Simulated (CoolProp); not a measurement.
Vapour-liquid equilibrium of CH2F2 (R32) (1) + R123 (2) at 70.6 kPa; x and y are mole fractions of (1).

Model: multi-fluid Helmholtz-energy mixture model, Tillner-Roth 1997 and Younglove 1994; pair parameters Bell 2016, in CoolProp.

| x | bubble temperature (K) | y at the bubble point | dew temperature at overall composition x (K) | liquid density (mol/L) |
|---|---|---|---|---|
| 0.05 | 267.4 | 0.655 | 290.1 | 10.36 |
| 0.125 | 247.8 | 0.884 | 288.0 | 11.16 |
| 0.2 | 237.6 | 0.942 | 285.9 | 11.86 |
| 0.275 | 231.5 | 0.964 | 283.5 | 12.56 |
| 0.35 | 227.6 | 0.974 | 281.0 | 13.29 |
| 0.425 | 224.8 | 0.980 | 278.2 | 14.06 |
| 0.5 | 222.9 | 0.984 | 275.1 | 14.89 |
| 0.575 | 221.4 | 0.987 | 271.7 | 15.81 |
| 0.65 | 220.1 | 0.989 | 267.7 | 16.82 |
| 0.725 | 219.0 | 0.991 | 263.0 | 17.95 |
| 0.8 | 217.9 | 0.993 | 257.1 | 19.24 |
| 0.875 | 216.8 | 0.996 | 249.1 | 20.70 |
| 0.95 | 215.5 | 0.998 | 235.6 | 22.39 |

No azeotrope shows between x = 0.05 and 0.95.

Pair parameters are fitted to limited data, so mixtures are less certain than the pure fluids.
